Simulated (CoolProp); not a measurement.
50 sccm (0 °C, 1 atm) of nitrogen bubbles through liquid m-xylene at 286.9 K and leaves saturated at a total pressure of 0.00582 MPa (ideal gas phase). Each further row changes one setting.

Model: reference Helmholtz-energy equation of state, Zhou 2012, in CoolProp.

```tsv
case	vapour pressure (kPa)	mole fraction of vapour	delivery (mg/min)	delivery (sccm)	change of delivery for a bath 1 K warmer (%)
as stated	0.565	0.0971	…	5.38	7.3
bath temperature 291.9 K	0.771	0.132	…	…	7.3
total pressure 0.0116 MPa	0.565	…	…	…	…
```

### Question
Some entries are withheld; supply them.

### Answer

- as stated, delivery (mg/min): 25.5
- bath temperature 291.9 K, delivery (mg/min): 36.2
- bath temperature 291.9 K, delivery (sccm): 7.64
- total pressure 0.0116 MPa, mole fraction of vapour: 0.0487
- total pressure 0.0116 MPa, delivery (mg/min): 12.1
- total pressure 0.0116 MPa, delivery (sccm): 2.56
- total pressure 0.0116 MPa, change of delivery for a bath 1 K warmer (%): 6.9
